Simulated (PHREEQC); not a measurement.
PHREEQC input (Pitzer model, pitzer.dat):

```
SOLUTION 1
  temp 20
  units mol/kgw
  pH 7 charge
  Cl 0.2
  Na 0.274
  C(4) 0.037
END
USE solution 1
INCREMENTAL_REACTIONS false
REACTION 1
  H2O -1
  0 9.886 18.011 24.689 30.178 34.689 38.397 41.444
  43.949 46.007 47.699 49.089 50.232 51.172 51.944 52.578
  53.1 53.528 53.88 54.17 54.408 54.603 54.764 54.896
  55.005 55.094 55.168 55.228 moles
EQUILIBRIUM_PHASES 1
  Halite 0 0
  Nahcolite 0 0
  Natron 0 0
  Trona 0 0
  CO2(g) -3.4 10
SELECTED_OUTPUT 1
  -reset false
  -pH true
  -pe true
  -ionic_strength true
  -water true
  -activities H2O
  -totals C Cl Na
  -molalities H+ Na+ Cl- CO3-2 OH- HCO3- CO2
  -equilibrium_phases Halite Nahcolite Natron Trona
PRINT
  -reset false
END
```

Selected output (columns that matter, 9 of 28 rows; water left (kg) added in front):

```
water left (kg)	pH	mu	C	Cl	Na	m_H+	m_Na+	m_Cl-	m_CO3-2	m_OH-	m_HCO3-	la_H2O	Halite	Trona
0.999729	9.5836	0.29452	0.053548	0.20005	0.27407	3.5919e-10	0.27407	0.20005	0.020449	3.8444e-05	0.033084	-0.0037156	0	0
0.554999	9.6742	0.53724	0.089754	0.36036	0.49369	2.9399e-10	0.49369	0.36036	0.043543	5.0755e-05	0.046197	-0.0065751	0	0
0.253215	9.7576	1.1938	0.18045	0.78984	1.0821	2.2728e-10	1.0821	0.78984	0.11174	6.709e-05	0.068692	-0.014265	0	0
0.14057	9.7892	2.1681	0.30752	1.4228	1.9492	1.7634e-10	1.9492	1.4228	0.21884	7.5655e-05	0.08867	-0.026128	0	0
0.064135	9.7937	4.7892	0.63678	3.1184	4.2722	8.9237e-11	4.2722	3.1184	0.51697	7.6267e-05	0.1198	-0.064341	0	0
0.0352926	9.7279	7.573	0.79327	5.4383	6.9023	3.4208e-11	6.9023	5.4383	0.67068	6.5316e-05	0.12258	-0.12918	0.0080682	0.0074437
0.0191005	9.7279	7.573	0.79327	5.4383	6.9023	3.4208e-11	6.9023	5.4383	0.67068	6.5316e-05	0.12258	-0.12918	0.096126	0.015346
0.00811567	9.7279	7.573	0.79327	5.4383	6.9023	3.4208e-11	6.9023	5.4383	0.67068	6.5316e-05	0.12258	-0.12918	0.15586	0.020706
0.00401244	9.7279	7.573	0.79327	5.4383	6.9023	3.4208e-11	6.9023	5.4383	0.67068	6.5316e-05	0.12258	-0.12918	0.17818	0.022709
```
